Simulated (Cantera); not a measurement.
Charge: 1 mol Si, 1.9 mol Cl2, 5.1 mol H2, at 7.70e-5 bar.

These are equilibrium values from Cantera (NASA tables, ideal gas, pure condensed phases), not measurements of a reactor. Candidate condensed phases: Si; 19 gas species. The tables' values for SiCl3, SiCl are old estimates; treat these amounts as uncertain. Equilibrium is a limit: real reactors are often held back by kinetics, nucleation or transport.

x: gas mole fraction; n: condensed amount in mol.

| T (K) | x H2 | x HCl | x SiCl2 | x SiCl4 | x SiCl3 | x H | x Cl | n Si(s) |
|---|---|---|---|---|---|---|---|---|
| 1050 | 0.710 | 0.148 | 0.0573 | 0.0673 | 0.0146 | 7.79e-7 | 1.48e-7 | 0.0743 |
| 1100 | 0.672 | 0.178 | 0.0951 | 0.0366 | 0.0158 | 2.42e-6 | 5.73e-7 | 0 |
| 1150 | 0.638 | 0.216 | 0.115 | 0.0167 | 0.0133 | 6.79e-6 | 2.02e-6 | 0 |
| 1200 | 0.618 | 0.237 | 0.128 | 0.00638 | 0.00965 | 1.77e-5 | 5.89e-6 | 0 |
| 1250 | 0.609 | 0.247 | 0.135 | 0.00226 | 0.00653 | 4.30e-5 | 1.49e-5 | 0 |
| 1300 | 0.605 | 0.252 | 0.138 | 0.000814 | 0.00435 | 9.80e-5 | 3.44e-5 | 0 |
| 1350 | 0.603 | 0.254 | 0.140 | 0.000307 | 0.00293 | 0.000211 | 7.40e-5 | 0 |
| 1400 | 0.601 | 0.255 | 0.141 | 0.000123 | 0.00202 | 0.000430 | 0.000150 | 0 |
| 1450 | 0.601 | 0.255 | 0.141 | 5.22e-5 | 0.00142 | 0.000835 | 0.000289 | 0 |
| 1500 | 0.600 | 0.256 | 0.142 | ___ | 0.00102 | ___ | ___ | 0 |
| 1550 | 0.598 | 0.256 | 0.141 | 1.10e-5 | 0.000748 | 0.00278 | 0.000947 | 0 |
| 1600 | 0.596 | 0.255 | 0.141 | ___ | 0.000558 | ___ | ___ | 0 |
| 1650 | 0.592 | 0.256 | 0.139 | 2.81e-6 | 0.000422 | 0.00796 | 0.00270 | 0 |
| 1700 | 0.585 | 0.257 | 0.136 | 1.51e-6 | 0.000323 | 0.0128 | 0.00438 | 0 |

Question: Some entries are withheld; supply them.

Answer: 
- 1600, x SiCl4: 5.45e-6
- 1600, x H: 0.00478
- 1600, x Cl: 0.00162
- 1500, x SiCl4: 2.34e-5
- 1500, x H: 0.00155
- 1500, x Cl: 0.000534
